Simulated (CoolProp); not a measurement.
Vapour pressure (MPa) of the fluoroketone C6F12O (FK-5-1-12): the reference equation beside estimates from Tc = 168.7 °C, pc = 1.869 MPa, ω = 0.471. Clausius-Clapeyron is anchored at 99.15 °C with a constant enthalpy of vaporisation of 22.35 kJ/mol.

Model: reference Helmholtz-energy equation of state, McLinden 2015, in CoolProp.

```csv
T (°C),reference,Clausius-Clapeyron,van der Waals,Soave-Redlich-Kwong
75.35,0.2324,0.2675,0.6711,0.2338
81.25,0.2745,0.3042,0.7255,0.2765
87.25,0.3229,0.3451,0.7836,0.3257
93.15,0.3767,0.3892,0.8435,0.3805
99.15,0.4380,0.4380,0.9073,0.4430
105.05,0.5055,0.4903,0.9728,0.5118
111.05,0.5818,0.5478,1.042,0.5898
116.95,0.6652,0.6090,1.114,0.6748
122.95,0.7589,0.6760,1.189,0.7705
```

Absolute difference from the reference over all 9 rows, mean and median: Clausius-Clapeyron 7.1 and 6.9 %, van der Waals 113.6 and 107.1 %, Soave-Redlich-Kwong 1.1 and 1.1 %.
